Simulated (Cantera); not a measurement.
Feed: 1 mol SiH₄, 0.56 mol C₃H₈, 650 mol H₂, held at 827 °C and 1.20 mbar.

Method: chemical equilibrium by Gibbs-energy minimisation in Cantera with the NASA 1993 tables (ideal gas, pure condensed phases). Candidate condensed phases: C, C₆H₆, C₇H₈, C₈H₁₈, Si, SiC; 87 gas species. Kinetics and transport are ignored.

Base state: H₂ 1.000, CH₄ 4.31e-5 (mole fractions); condensed: C(graphite) + SiC(s).

**Question.** What changes in the equilibrium state with this change: SiH₄ replaced by CH₃SiCl₃?

**Answer.** 
```tsv
species	before	after
H₂	1.000	0.995
HCl	0	0.00458
CH₄	4.31e-5	4.27e-5
C(graphite), mol	0.652	1.65
SiC(s), mol	1.00	1.000
```
The feed counts by its element totals alone.
